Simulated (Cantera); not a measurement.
Charge: 1 mol Fe, 25 mol CO2, 37 mol CO, 5 mol NH3, held at 925 K and 0.980 bar.

Equilibrium computed with Cantera from the NASA thermochemical tables; the gas is ideal and each condensed phase is pure. Candidate condensed phases: C, C6H6, C7H8, C8H18, Fe, Fe(CO)5, FeO, Fe(OH)2, Fe(OH)3, Fe2O3, Fe3O4, H2O; 140 gas species. The tables' stoichiometric FeO is somewhat more stable than real wüstite, so its field is too wide. FeO: taken at fixed stoichiometry. Equilibrium is a limit: real reactors are often held back by kinetics, nucleation or transport.

Base state: CO2 0.453, CO 0.392, H2 0.0729, H2O 0.0416, N2 0.0390, CH4 0.00118 (mole fractions); condensed: C(graphite) + FeO(s).

**Question.** What changes in the equilibrium state with this change: NH3 from 5 to 0.65 mol?

**Answer.** 
```
species            before    after
----------------  -------  -------
CO2                 0.453    0.546
CO                  0.392    0.431
H2                 0.0729   0.0106
N2                 0.0390  0.00578
H2O                0.0416  0.00667
CH4               0.00118  2.51e-5
C(graphite), mol     7.68     7.08
FeO(s), mol          1.00     1.00
```
